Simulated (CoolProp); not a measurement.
A simple Rankine cycle with hexamethyldisiloxane (MM): condensing at 331.15 K, boiler at 1.13 MPa, turbine inlet 525 K, turbine efficiency 0.7, pump efficiency 0.6, no recuperator. Each further row changes one setting.

Model: reference Helmholtz-energy equation of state, Thol 2016, in CoolProp.

| case | thermal efficiency (%) | net work (kJ/kg) | heat in (kJ/kg) | turbine exit temperature (K) | volume ratio over the turbine |
|---|---|---|---|---|---|
| as stated | 11.2 | 61.2 | 544 | 482.0 | ? |
| turbine inlet 545 K | 11.0 | ? | ? | 502.7 | 53.3 |
| condensing temperature 323.15 K | 11.9 | 66.5 | 560 | ? | 76.5 |
| boiler pressure 0.791 MPa | 10.4 | 57.7 | ? | ? | 35.8 |
| turbine efficiency 0.6 | ? | 52.1 | 544 | 486.6 | 56.2 |

What belongs in the gaps?


- as stated, volume ratio over the turbine: 55.7
- turbine inlet 545 K, net work (kJ/kg): 64.5
- turbine inlet 545 K, heat in (kJ/kg): 589
- condensing temperature 323.15 K, turbine exit temperature (K): 479.3
- boiler pressure 0.791 MPa, heat in (kJ/kg): 553
- boiler pressure 0.791 MPa, turbine exit temperature (K): 488.4
- turbine efficiency 0.6, thermal efficiency (%): 9.6
